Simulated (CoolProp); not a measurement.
Vapour-liquid equilibrium of dimethyl carbonate (1) + cyclohexane (2) at 216.35 °C; x and y are mole fractions of (1).

The numbers come from the multi-fluid Helmholtz-energy mixture model, Zhou 2011 and Zhou 2014; pair parameters Bell 2016 in CoolProp.

| x | bubble pressure, mixture model (bar) | bubble pressure, Raoult's law (bar) | y, mixture model | y, Raoult's law |
|---|---|---|---|---|
| 0.05 | … | 17.31 | 0.087 | 0.051 |
| 0.2 | 20.71 | 17.39 | … | 0.205 |
| 0.35 | 21.85 | 17.47 | 0.394 | 0.357 |
| 0.5 | … | 17.54 | 0.501 | 0.507 |
| 0.65 | 21.89 | 17.62 | 0.608 | 0.657 |
| 0.8 | … | 17.69 | … | 0.805 |
| 0.95 | 18.77 | 17.77 | 0.916 | 0.951 |

Problem. Some entries are withheld; supply them.

Solution. 
- 0.05, bubble pressure, mixture model (bar): 18.42
- 0.2, y, mixture model: 0.268
- 0.5, bubble pressure, mixture model (bar): 22.21
- 0.8, bubble pressure, mixture model (bar): 20.82
- 0.8, y, mixture model: 0.736

The largest gap from Raoult's law is +26.6 % in bubble pressure, at x = 0.5. y crosses x between x = 0.5 and 0.65: the model has an azeotrope there.

Pair parameters are fitted to limited data, so mixtures are less certain than the pure fluids.
